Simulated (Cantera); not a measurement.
Charge: 1 mol CCl₄, 0.072 mol H₂, equilibrated at 1.00 bar.

Method: chemical equilibrium by Gibbs-energy minimisation in Cantera with the NASA 1993 tables (ideal gas, pure condensed phases). Candidate condensed phases: C, C₆H₆, C₇H₈, C₈H₁₈; 91 gas species. Gases not in the tables: chlorinated aromatics. Rates play no part.

Task: At 1250 K, list the 4 most abundant gas species with their mole fractions, and the condensed phases.

Result: Cl₂ 0.923, HCl 0.0693, Cl 0.00750, CCl₄ 0.000694. Condensed: C(graphite).
